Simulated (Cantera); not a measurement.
**Silicon nitride deposition: SiF4 + NH3 + N2**

Feed: 1 mol SiF4, 2.7 mol NH3, 10 mol N2, equilibrated at 1.00 bar.

Method: chemical equilibrium by Gibbs-energy minimisation in Cantera with the NASA 1993 tables (ideal gas, pure condensed phases). Candidate condensed phases: Si, Si3N4; 37 gas species. The tables' values for SiF3, SiF2 are old estimates; treat these amounts as uncertain. Kinetics and transport are ignored.

| T (°C) | x N2 | x H2 | x SiF4 | x HF | x SiF3 | x SiHF3 | n Si3N4(s) |
|---|---|---|---|---|---|---|---|
| 702 | 0.692 | 0.247 | 0.0609 | 0.000253 | 7.36e-7 | 8.42e-5 | 0.000229 |
| 752 | 0.692 | 0.247 | 0.0608 | 0.000378 | 2.25e-6 | 0.000128 | 0.000340 |
| 802 | 0.692 | 0.247 | 0.0607 | 0.000546 | 6.21e-6 | 0.000186 | 0.000483 |
| 852 | 0.692 | 0.246 | 0.0606 | 0.000761 | 1.56e-5 | 0.000261 | 0.000660 |
| 902 | 0.692 | 0.246 | 0.0604 | 0.00103 | 3.62e-5 | 0.000356 | 0.000869 |
| 952 | 0.692 | 0.246 | 0.0602 | 0.00136 | 7.81e-5 | 0.000472 | 0.00110 |
| 1002 | 0.692 | 0.246 | 0.0599 | 0.00175 | 0.000159 | 0.000613 | 0.00133 |
| 1052 | 0.692 | 0.245 | 0.0596 | 0.00222 | 0.000304 | 0.000778 | 0.00154 |
| 1102 | 0.692 | 0.245 | 0.0591 | 0.00275 | 0.000556 | 0.000968 | 0.00165 |
| 1152 | 0.691 | 0.245 | 0.0585 | 0.00336 | 0.000969 | 0.00118 | 0.00160 |
| 1202 | 0.691 | 0.244 | 0.0576 | 0.00405 | 0.00162 | 0.00142 | 0.00126 |
| 1252 | 0.691 | 0.243 | 0.0564 | 0.00480 | 0.00260 | 0.00167 | 0.000480 |
| 1302 | 0.691 | 0.243 | 0.0551 | 0.00596 | 0.00381 | 0.00184 | 0 |
x: gas mole fraction; n: condensed amount in mol.

From 702 °C to 1252 °C the condensed part is Si3N4(s). At 1302 °C nothing is condensed. The main Si-bearing gas is SiF4 throughout.
